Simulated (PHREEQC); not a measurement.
Consider water at 20 °C with 0.014 mol/kgw CaSO4, 0.00051 mol/kgw Na2HPO4 and 0.0033 mol/kgw MgSO4. Closed to the air; pH follows from the charge balance.

Model: ion-association model, phreeqc.dat, run in PHREEQC.

Each row changes one thing in this solution. Precipitation was switched off in this run.

| case | pH | ionic strength (mol/kgw) | SO4-2 (mol/kgw) | Mg+2 (mol/kgw) | MgSO4 (mol/kgw) | HPO4-2 (mol/kgw) |
|---|---|---|---|---|---|---|
| as made | 7.73 | 0.0476 | 0.0118 | 0.00208 | 0.00116 | 0.000183 |
| CaSO4 from 0.014 to 0.0126 mol/kgw | 7.74 | 0.0443 | 0.0110 | 0.00210 | 0.00113 | 0.000187 |
| MgSO4 from 0.0033 to 0.0066 mol/kgw | 7.70 | 0.0549 | 0.0137 | 0.00406 | 0.00242 | 0.000172 |
| 0.00017 mol/kgw HBr added | 6.93 | 0.0478 | 0.0118 | 0.00209 | 0.00116 | 0.000139 |
| CaSO4 replaced by H2SO4 at the same molality | 1.77 | 0.0358 | 0.00857 | 0.00224 | 0.00105 | 1.00e-9 |
| MgSO4 from 0.0033 to 0.00495 mol/kgw | 7.72 | 0.0513 | 0.0127 | 0.00308 | 0.00178 | 0.000177 |

Some of these states are supersaturated (in Hydroxyapatite, for instance).
